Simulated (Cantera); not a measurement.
Charge: 1 mol C2F6, a varied amount of H2, held at 0.0410 bar.

Points: T (K) = 1550, 1650, 1750, 1850, 1950, 2050, 2150, 2250, 2350, 2450, 2550; n(H2) (mol) = 1.1, 2.5, 3.8, 5.2, 6.5, 7.9, 9.2, 11, 12.

Cantera's Mixture.equilibrate('TP', solver="vcs", rtol=1e-11, max_steps=5000) on the NASA tables stopped like this:

```
ERROR: FAILURE its = 5001!

*******************************************************************************
CanteraError thrown by MultiPhase::equilibrate:
VCS solver failed. Return code: -1
*******************************************************************************
```

What got this run through?

Several could match; the one computed here: The failure is numerical, not chemical. The same input converged with solver="gibbs", rtol=1e-10, max_steps=50000, and the result passed a check of the equilibrium conditions:
```
   1550        1.1  C(gr)
   1550        2.5  C(gr)
   1550        3.8  C(gr)
   1550        5.2  C(gr)
   1550        6.5  C(gr)
   1550        7.9  C(gr)
   1550        9.2  C(gr)
   1550         11  C(gr)
   1550         12  C(gr)
   1650        1.1  C(gr)
   1650        2.5  C(gr)
   1650        3.8  C(gr)
   1650        5.2  C(gr)
   1650        6.5  C(gr)
   1650        7.9  C(gr)
   1650        9.2  C(gr)
   1650         11  C(gr)
   1650         12  C(gr)
   1750        1.1  C(gr)
   1750        2.5  C(gr)
   1750        3.8  C(gr)
   1750        5.2  C(gr)
   1750        6.5  C(gr)
   1750        7.9  C(gr)
   1750        9.2  C(gr)
   1750         11  C(gr)
   1750         12  C(gr)
   1850        1.1  C(gr)
   1850        2.5  C(gr)
   1850        3.8  C(gr)
   1850        5.2  C(gr)
   1850        6.5  C(gr)
   1850        7.9  C(gr)
   1850        9.2  C(gr)
   1850         11  C(gr)
   1850         12  C(gr)
   1950        1.1  C(gr)
   1950        2.5  C(gr)
   1950        3.8  C(gr)
   1950        5.2  C(gr)
   1950        6.5  C(gr)
   1950        7.9  C(gr)
   1950        9.2  C(gr)
   1950         11  C(gr)
   1950         12  C(gr)
   2050        1.1  C(gr)
   2050        2.5  C(gr)
   2050        3.8  C(gr)
   2050        5.2  C(gr)
   2050        6.5  C(gr)
   2050        7.9  C(gr)
   2050        9.2  C(gr)
   2050         11  C(gr)
   2050         12  C(gr)
   2150        1.1  C(gr)
   2150        2.5  C(gr)
   2150        3.8  C(gr)
   2150        5.2  C(gr)
   2150        6.5  C(gr)
   2150        7.9  C(gr)
   2150        9.2  C(gr)
   2150         11  C(gr)
   2150         12  C(gr)
   2250        1.1  C(gr)
   2250        2.5  C(gr)
   2250        3.8  C(gr)
   2250        5.2  C(gr)
   2250        6.5  C(gr)
   2250        7.9  C(gr)
   2250        9.2  C(gr)
   2250         11  C(gr)
   2250         12  C(gr)
   2350        1.1  C(gr)
   2350        2.5  C(gr)
   2350        3.8  C(gr)
   2350        5.2  C(gr)
   2350        6.5  C(gr)
   2350        7.9  C(gr)
   2350        9.2  C(gr)
   2350         11  C(gr)
   2350         12  C(gr)
   2450        1.1  C(gr)
   2450        2.5  C(gr)
   2450        3.8  C(gr)
   2450        5.2  C(gr)
   2450        6.5  C(gr)
   2450        7.9  C(gr)
   2450        9.2  C(gr)
   2450         11  C(gr)
   2450         12  C(gr)
   2550        1.1  C(gr)
   2550        2.5  C(gr)
   2550        3.8  C(gr)
   2550        5.2  C(gr)
   2550        6.5  C(gr)
   2550        7.9  C(gr)
   2550        9.2  C(gr)
   2550         11  C(gr)
   2550         12  C(gr)
```

The gas is ideal and each condensed phase is pure. The feed counts by its element totals alone.
